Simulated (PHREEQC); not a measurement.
Polishing slurry liquid (model solution)

Dissolve 0.0021 mol/kgw H2SO4 and 6.5e-05 mol/kgw Al(NO3)3 at 15 °C. Closed to the air; pH follows from the charge balance.

Model: ion-association model, phreeqc.dat, run in PHREEQC.

This is a speciation only: nothing precipitates in the calculation.

Task: Predict the pH, specific conductance, ionic strength.

Result: pH 2.45; specific conductance 1210 µS/cm; ionic strength 0.00568 mol/kgw.

Task: In which forms is Al present?

Result: AlSO4+ 64 %, Al+3 33 %, Al(SO4)2- 2.4 % of the Al.

Species that the database lacks are ignored.
